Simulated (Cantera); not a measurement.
Cantera run:

```python
import numpy as np
import cantera as ct

gas_names = """
    H HNO HNO2 HNO3 HO2 H2 H2O H2O2 N NH NH2 NH3 NH2OH NO NO2 NO3 N2 N2H2 N2H4 N2O O OH O2 O3 Zr ZrN ZrO
    ZrO2
""".split()
cond_names = """
    H2O(s) H2O(L) Zr(a) Zr(b) Zr(L) ZrN(s) ZrN(L) ZrO2(a) ZrO2(b) ZrO2(L)
""".split()


# ... load() reads the species with a 1 bar reference pressure and builds the phases ...
atoms = {
    'Zr': {'Zr': 1},
    'N2O': {'N': 2, 'O': 1},
    'N2': {'N': 2},
    'H2O': {'H': 2, 'O': 1},
}
top_T = {}  # K; cautious upper limits of use, not melting points


# ... equilibrate(T, P, feed) seeds the gas with the atoms and calls Mixture.equilibrate('TP', solver="vcs", rtol=1e-11, max_steps=5000) ...
results = []
feed = {'Zr': 1, 'N2O': 5.4, 'N2': 2.9, 'H2O': 1.4}  # mol
P = 6.6  # Pa
for T in [1875, 1925, 1975, 2025, 2075, 2125, 2175]:
    mix = equilibrate(T, P, feed)
    results.append((T, P, feed, dict(zip(mix.species_names, mix.species_moles))))

top = {s: max(r[3][s] / sum(r[3][g] for g in gas_names) for r in results) for s in gas_names}
cols = sorted((s for s in top if top[s] > 1e-06), key=lambda s: -top[s])[:8]
seen = [c for c in cond_names if any(r[3].get(c, 0) > 1e-12 for r in results)]
print("log10 of partial pressures in bar; condensed amounts in mol")
print(f"{'T/K':>10s}" + "".join(f"{s[:9]:>10s}" for s in cols + seen))
for T, P, feed, n in results:
    ng = sum(n[g] for g in gas_names)
    print(f"{T:10.4g}" + "".join(f"{np.log10(max(n[s] / ng * P / 1e5, 1e-99)):10.3f}" for s in cols)
          + "".join(f"{n.get(c, 0):10.4g}" for c in seen))
```

Output:

```
log10 of partial pressures in bar; condensed amounts in mol
       T/K        N2        O2       H2O         O         H        OH        H2        NO   ZrO2(b)
      1875    -4.326    -5.035    -5.142    -6.136    -6.484    -6.133    -6.602    -6.565         1
      1925    -4.329    -5.045    -5.167    -5.957    -6.239    -6.030    -6.440    -6.505         1
      1975    -4.334    -5.058    -5.202    -5.788    -6.012    -5.939    -6.296    -6.451         1
      2025    -4.341    -5.075    -5.253    -5.630    -5.803    -5.862    -6.174    -6.404         1
      2075    -4.350    -5.098    -5.324    -5.483    -5.613    -5.803    -6.078    -6.363         1
      2125    -4.361    -5.129    -5.424    -5.347    -5.447    -5.764    -6.013    -6.330    0.9999
      2175    -4.375    -5.170    -5.559    -5.223    -5.304    -5.750    -5.986    -6.305    0.9997
```

These are equilibrium values from Cantera (NASA tables, ideal gas, pure condensed phases), not measurements of a reactor.
